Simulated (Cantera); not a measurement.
**Equilibrium for metals in furnace atmospheres: Cu + CO**

Feed: 1 mol Cu, 8.9 mol CO.

These are equilibrium values from Cantera (NASA tables, ideal gas, pure condensed phases), not measurements of a reactor. Candidate condensed phases: C, Cu, CuO, Cu2O; 15 gas species. Equilibrium is a limit: real reactors are often held back by kinetics, nucleation or transport.

**Question.** Map the stable condensed phases over T = 775, 850, 925, 1000, 1075, 1150, 1225, 1300, 1375 K and P in Pa = 10, 48, 230, 1100, 5500, 26000, 130000, 620000, 3000000.

**Answer.** 
```
T in K \ P in Pa
              10      48     230    1100    5500   26000  130000  620000 3000000
   1375        A       A       A       A       B       B       B       B       B
   1300        A       A       A       A       B       B       B       B       B
   1225        A       A       A       B       B       B       B       B       B
   1150        A       A       A       B       B       B       B       B       B
   1075        A       A       B       B       B       B       B       B       B
   1000        A       B       B       B       B       B       B       B       B
    925        B       B       B       B       B       B       B       B       B
    850        B       B       B       B       B       B       B       B       B
    775        B       B       B       B       B       B       B       B       B
```
A: Cu; B: C + Cu.
